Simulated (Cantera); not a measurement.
A perfectly stirred reactor is fed with CH4 : H2 : O2 : N2 : H2O = 1 : 0.19 : 4.36 : 16.4 : 1.1 (molar parts), at 1.00 atm; it is adiabatic with a 650 K inlet, and is followed from long to short residence time, starting on the burning branch (τ in s: 0.49, 0.17, 0.057, 0.019, 0.0066, 0.0023, 0.00077, 0.00026, 8.9e-05).

Computed with Cantera and GRI-Mech 3.0 (53 species, 325 reactions).

x: mole fraction; the columns are a selection and need not sum to one.

```csv
τ (s),T (K),x CH4,x H2,x O2,x H2O2,x CH3,x HO2
0.49,1675,4.42e-6,2.55e-5,0.0986,5.02e-8,8.75e-7,7.89e-7
0.17,1673,…,…,0.0985,…,…,…
0.057,1670,1.80e-5,9.73e-5,0.0986,1.25e-7,3.44e-6,2.49e-6
0.019,1663,3.63e-5,0.000198,0.0986,2.01e-7,6.46e-6,4.85e-6
0.0066,1652,7.20e-5,0.000391,0.0989,3.12e-7,1.16e-5,9.15e-6
0.0023,1631,0.000147,0.000751,0.0995,4.82e-7,2.09e-5,1.68e-5
0.00077,1589,0.000343,0.00142,0.101,7.74e-7,4.09e-5,3.11e-5
0.00026,1497,…,…,0.107,…,…,…
8.9e-5,650,0.0434,0.00824,0.189,<1e-12,<1e-12,<1e-12
```

Problem. Some entries are withheld; supply them.

Solution. 
- 0.17, x CH4: 8.92e-6
- 0.17, x H2: 4.83e-5
- 0.17, x H2O2: 7.78e-8
- 0.17, x CH3: 1.77e-6
- 0.17, x HO2: 1.33e-6
- 0.00026, x CH4: 0.00117
- 0.00026, x H2: 0.00278
- 0.00026, x H2O2: 1.39e-6
- 0.00026, x CH3: 0.000108
- 0.00026, x HO2: 6.48e-5
